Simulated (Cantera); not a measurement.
Input (Python, Cantera) and output of one run.

```python
import numpy as np
import cantera as ct

gas_names = [...]  # 109 gases of nasa_gas.yaml made of C, Cl, H, Si
cond_names = """
    C(gr) C6H6(L) C7H8(L) C8H18(L),n-octa Si(cr) Si(L) SiC(b)
""".split()


# ... load() reads the species with a 1 bar reference pressure and builds the phases ...
atoms = {
    'CH3SiCl3': {'C': 1, 'H': 3, 'Si': 1, 'CL': 3},
    'H2': {'H': 2},
    'C3H8': {'C': 3, 'H': 8},
}
top_T = {'C(gr)': 4500, 'SiC(b)': 3050}  # K; cautious upper limits of use, not melting points


# ... equilibrate(T, P, feed) seeds the gas with the atoms and calls Mixture.equilibrate('TP', solver="vcs", rtol=1e-11, max_steps=5000) ...
results = []
feed = {'CH3SiCl3': 1, 'H2': 3, 'C3H8': 0.18}  # mol
P = 6200  # Pa
for T in [1375, 1475, 1575, 1675, 1775, 1875, 1975]:
    mix = equilibrate(T, P, feed)
    results.append((T, P, feed, dict(zip(mix.species_names, mix.species_moles))))
    x = sorted(zip(gas.X, gas.species_names), reverse=True)
    print(f"T = {T:g} K  P = {P:g} Pa  gas = {mix.phase_moles(0):.4g} mol")
    print("   x: " + "  ".join(f"{s} {v:.3e}" for v, s in x if v > 1e-06))
    print("   condensed (mol): " + ("  ".join(f"{mix.phase(i).name} {mix.phase_moles(i):.4g}"
          for i in range(1, mix.n_phases) if mix.phase_moles(i) > 1e-12) or "none"))
```

Result:

```
T = 1375 K  P = 6200 Pa  gas = 6.644 mol
   x: H2 5.862e-01  HCL 3.976e-01  SiCL4 9.227e-03  SiCL2 3.326e-03  SiCL3 2.584e-03  SiHCL3 8.679e-04  CH4 1.061e-04  SiH2CL2 1.209e-05  H 1.054e-05  CL 5.918e-06  C2H2,acetylene 1.042e-06
   condensed (mol): C(gr) 0.6457  SiC(b) 0.8936
T = 1475 K  P = 6200 Pa  gas = 6.686 mol
   x: H2 5.734e-01  HCL 4.140e-01  SiCL2 6.210e-03  SiCL4 3.371e-03  SiCL3 2.480e-03  SiHCL3 4.418e-04  CH4 5.925e-05  H 3.944e-05  CL 2.307e-05  SiH2CL2 9.088e-06  C2H2,acetylene 3.823e-06
   condensed (mol): C(gr) 0.6232  SiC(b) 0.9163
T = 1575 K  P = 6200 Pa  gas = 6.704 mol
   x: H2 5.705e-01  HCL 4.157e-01  SiCL2 9.895e-03  SiCL3 2.135e-03  SiCL4 1.206e-03  SiHCL3 2.208e-04  H 1.261e-04  CL 7.299e-05  CH4 3.670e-05  C2H2,acetylene 1.204e-05  SiH2CL2 6.672e-06
   condensed (mol): C(gr) 0.6298  SiC(b) 0.9097
T = 1675 K  P = 6200 Pa  gas = 6.712 mol
   x: H2 5.720e-01  HCL 4.107e-01  SiCL2 1.430e-02  SiCL3 1.765e-03  SiCL4 4.526e-04  H 3.527e-04  CL 1.977e-04  SiHCL3 1.137e-04  C2H2,acetylene 3.322e-05  CH4 2.444e-05  SiH2CL2 4.934e-06  SiCL 2.442e-06
   condensed (mol): C(gr) 0.6511  SiC(b) 0.8883
T = 1775 K  P = 6200 Pa  gas = 6.718 mol
   x: H2 5.753e-01  HCL 4.022e-01  SiCL2 1.932e-02  SiCL3 1.440e-03  H 8.817e-04  CL 4.736e-04  SiCL4 1.815e-04  C2H2,acetylene 8.192e-05  SiHCL3 6.120e-05  CH4 1.718e-05  SiCL 1.009e-05  SiH2CL2 3.706e-06
   condensed (mol): C(gr) 0.68  SiC(b) 0.8588
T = 1875 K  P = 6200 Pa  gas = 6.726 mol
   x: H2 5.791e-01  HCL 3.915e-01  SiCL2 2.477e-02  H 2.003e-03  SiCL3 1.168e-03  CL 1.026e-03  C2H2,acetylene 1.835e-04  SiCL4 7.757e-05  SiCL 3.539e-05  SiHCL3 3.434e-05  CH4 1.260e-05  Si 4.891e-06  SiH2CL2 2.828e-06
   condensed (mol): C(gr) 0.7129  SiC(b) 0.8245
T = 1975 K  P = 6200 Pa  gas = 6.738 mol
   x: H2 5.826e-01  HCL 3.792e-01  SiCL2 3.040e-02  H 4.194e-03  CL 2.040e-03  SiCL3 9.450e-04  C2H2,acetylene 3.783e-04  SiCL 1.082e-04  SiCL4 3.509e-05  Si 2.603e-05  SiHCL3 1.999e-05  CH4 9.554e-06  SiH 3.561e-06  SiH2 2.674e-06  SiH2CL2 2.187e-06  CH3 1.366e-06
   condensed (mol): C(gr) 0.7474  SiC(b) 0.7874
```

Method: chemical equilibrium by Gibbs-energy minimisation in Cantera with the NASA 1993 tables (ideal gas, pure condensed phases). The feed counts by its element totals alone. The tables' values for SiCl3, SiCl are old estimates; treat these amounts as uncertain.
